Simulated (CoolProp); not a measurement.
Vapour-liquid equilibrium of n-octane (1) + o-xylene (2) at 59.75 °C; x and y are mole fractions of (1).

The numbers come from the multi-fluid Helmholtz-energy mixture model, Beckmüller 2019 and Zhou 2012; pair parameters Bell 2016 in CoolProp.

Question: Give the bubble pressure and the first vapour's composition at x = 0.25, 0.45, 0.65. Is there an azeotrope?

Answer: x = 0.25: 0.006840 MPa, y = 0.403; x = 0.45: 0.007863 MPa, y = 0.612; x = 0.65: 0.008811 MPa, y = 0.774. No azeotrope shows between x = 0.05 and 0.95.

Pair parameters are fitted to limited data, so mixtures are less certain than the pure fluids.
